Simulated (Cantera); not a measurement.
A perfectly stirred reactor is fed with CO : H2 : O2 : N2 : H2O = 1 : 0.8 : 0.643 : 2.42 : 0.69 (molar parts), equivalence ratio 1.4, at 7500 Torr; it is adiabatic with a 673 K inlet, and is followed from long to short residence time, starting on the burning branch (τ in s: 0.16, 0.046, 0.013, 0.0039, 0.0011, 0.00032, 9.3e-05, 2.7e-05, 7.8e-06).

Computed with Cantera and GRI-Mech 3.0 (53 species, 325 reactions). The hydrogen kinetics of GRI-Mech 3.0 are dated; newer H2 mechanisms differ, most at raised pressure.

x: mole fraction; the columns are a selection and need not sum to one.

```tsv
τ (s)	T (K)	x CO	x H2	x O2	x N2O	x NO
0.16	2355	0.0766	0.0286	8.25e-5	3.66e-8	0.000253
0.046	2355	0.0766	0.0286	0.000103	3.75e-8	0.000235
0.013	2352	0.0767	0.0287	0.000167	___	0.000194
0.0039	2346	0.0769	0.0288	0.000336	___	0.000143
0.0011	2332	0.0776	0.0290	0.000782	___	0.000102
0.00032	2303	0.0790	0.0297	0.00180	___	7.37e-5
9.3e-5	2250	0.0820	0.0309	0.00395	___	5.25e-5
2.7e-5	2159	0.0879	0.0329	0.00813	___	3.76e-5
7.8e-6	2006	0.101	0.0349	0.0163	___	2.50e-5
```

Problem. Fill in the missing entries.

Solution. 
- 0.013, x N2O: 4.10e-8
- 0.0039, x N2O: 5.06e-8
- 0.0011, x N2O: 7.18e-8
- 0.00032, x N2O: 1.04e-7
- 9.3e-5, x N2O: 1.47e-7
- 2.7e-5, x N2O: 1.93e-7
- 7.8e-6, x N2O: 2.36e-7
